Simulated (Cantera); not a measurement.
What does this Cantera script print?

```python
import numpy as np
import cantera as ct

gas = ct.Solution("h2o2.yaml")
gas.TPX = 998, 280, {'H2': 0.014, 'O2': 1, 'N2': 2, 'H2O': 0.032}
reactor = ct.IdealGasConstPressureReactor(gas, energy="off", clone=False)
net = ct.ReactorNet([reactor])
net.rtol, net.atol = 1e-08, 1e-18
show = ['H2', 'O2', 'H2O2', 'HO2', 'OH']
times = np.geomspace(2e-05, 1, 15)

steps = ct.SolutionArray(gas, extra=["t"])
rows = []
print(f"{'t/s':>10s}{'T/K':>9s}{'P/Pa':>11s}" + "".join(f"{s:>11s}" for s in show))
for t in times:
    while net.time < t:
        t_next = net.step()
        steps.append(gas.state, t=t_next)
    rows.append([np.interp(t, steps.t, y) for y in (steps.T, steps.P, *steps(*show).X.T)])
    print(f"{t:10.3e}{rows[-1][0]:9.1f}{rows[-1][1]:11.4g}" + "".join(f"{x:11.3e}" for x in rows[-1][2:]))
rate = np.gradient(steps.T, steps.t)
print("integrator steps:", len(steps.t))
if steps.T.max() > steps.T[0] + 200:
    print(f"time of steepest temperature rise: {steps.t[rate.argmax()]:.4e} s")
gas.TPX = 998, 280, {'H2': 0.014, 'O2': 1, 'N2': 2, 'H2O': 0.032}
gas.equilibrate("TP")
print(f"equilibrium (TP): T = {gas.T:.1f} K  " + "  ".join(f"{s} {gas[s].X[0]:.3e}" for s in show))
```

Result:

```
       t/s      T/K       P/Pa         H2         O2       H2O2        HO2         OH
 2.000e-05    998.0        280  4.596e-03  3.283e-01  6.257e-21  5.843e-14  5.521e-16
 4.332e-05    998.0        280  4.596e-03  3.283e-01  2.845e-20  1.266e-13  1.987e-15
 9.382e-05    998.0        280  4.596e-03  3.283e-01  1.262e-19  2.741e-13  7.684e-15
 2.032e-04    998.0        280  4.596e-03  3.283e-01  5.915e-19  5.938e-13  3.270e-14
 4.401e-04    998.0        280  4.596e-03  3.283e-01  2.775e-18  1.286e-12  1.406e-13
 9.533e-04    998.0        280  4.596e-03  3.283e-01  1.307e-17  2.787e-12  5.832e-13
 2.065e-03    998.0        280  4.596e-03  3.283e-01  6.089e-17  6.041e-12  2.197e-12
 4.472e-03    998.0        280  4.596e-03  3.283e-01  2.859e-16  1.310e-11  7.297e-12
 9.686e-03    998.0        280  4.596e-03  3.283e-01  1.342e-15  2.843e-11  2.268e-11
 2.098e-02    998.0        280  4.596e-03  3.283e-01  6.308e-15  6.196e-11  8.850e-11
 4.544e-02    998.0        280  4.596e-03  3.283e-01  3.005e-14  1.404e-10  8.424e-10
 9.842e-02    998.0        280  4.596e-03  3.283e-01  2.255e-13  1.074e-09  8.299e-08
 2.132e-01    998.0        280  2.856e-03  3.269e-01  1.095e-08  3.592e-07  3.666e-04
 4.617e-01    998.0        280  8.052e-05  3.249e-01  4.740e-09  3.132e-07  2.780e-04
 1.000e+00    998.0        280  5.802e-05  3.253e-01  4.721e-09  2.859e-07  2.379e-04
integrator steps: 715
equilibrium (TP): T = 998.0 K  H2 4.147e-11  O2 3.268e-01  H2O2 1.257e-12  HO2 1.124e-10  OH 2.095e-07
```

Detailed kinetics in Cantera: the H2/O2 subset of GRI-Mech 3.0, which has no nitrogen chemistry. Radical loss at walls, strong at low pressure, is not modelled.
